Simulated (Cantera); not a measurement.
Premixed flame

A freely propagating, adiabatic, planar premixed flame of CO : H2 : CH4 : O2 : N2 = 1 : 0.064 : 0.082 : 0.733 : 2.75 (molar parts), unburnt at 375 K and 1.01 bar; unity-Lewis-number transport, grid criteria slope 0.08 and curve 0.16, no radiation.

Computed with Cantera and GRI-Mech 3.0 (53 species, 325 reactions). Unity Lewis numbers drop preferential diffusion, which matters most where H2 and H carry the flame. Burning velocities carry a grid error of a few per cent, more on coarse grids.

| z (mm) | T (K) | u (m/s) | x CO | x H2 | x CH4 | x OH | x HO2 | x NO |
|---|---|---|---|---|---|---|---|---|
| -1.49 | 375 | 0.565 | 0.216 | 0.0138 | 0.0177 | <1e-8 | <1e-8 | <1e-8 |
| -0.992 | 375 | 0.565 | 0.216 | 0.0138 | 0.0177 | <1e-8 | 5.95e-8 | <1e-8 |
| -0.744 | 376 | 0.565 | 0.216 | 0.0138 | 0.0177 | <1e-8 | 2.61e-7 | <1e-8 |
| -0.496 | 381 | 0.574 | 0.216 | 0.0138 | 0.0176 | <1e-8 | 2.61e-6 | 1.76e-8 |
| -0.248 | 503 | 0.754 | 0.209 | 0.0133 | 0.0158 | 3.68e-7 | 6.10e-5 | 5.22e-7 |
| -0.124 | 830 | 1.23 | 0.190 | 0.0119 | 0.0106 | 0.000107 | 0.000141 | 2.93e-6 |
| 0 | 1294 | 1.89 | 0.153 | 0.00773 | 0.00196 | 0.00177 | 5.61e-5 | 8.06e-6 |
| 0.124 | 1550 | 2.23 | 0.116 | 0.00407 | 3.09e-5 | 0.00393 | 2.01e-5 | 1.61e-5 |
| 0.248 | 1689 | 2.41 | 0.0944 | 0.00425 | 1.92e-7 | 0.00530 | 1.31e-5 | 2.45e-5 |
| 0.496 | 1843 | 2.60 | 0.0787 | 0.00423 | <1e-8 | 0.00634 | 8.42e-6 | 3.75e-5 |
| 0.992 | 1988 | 2.77 | 0.0675 | 0.00342 | <1e-8 | 0.00644 | 5.11e-6 | 5.51e-5 |
| 1.98 | 2112 | 2.92 | 0.0562 | 0.00260 | <1e-8 | 0.00598 | 2.96e-6 | 8.45e-5 |
| 3.97 | 2216 | 3.04 | 0.0453 | 0.00193 | <1e-8 | 0.00527 | 1.84e-6 | 0.000145 |
x: mole fraction of selected species; z is measured from the peak of heat release.

```yaml
laminar_burning_velocity: 56.4 cm/s
thermal_thickness: 0.496 mm
peak x(OH): 0.00650
peak x(HO2): 0.000147
grid_points: 147
```
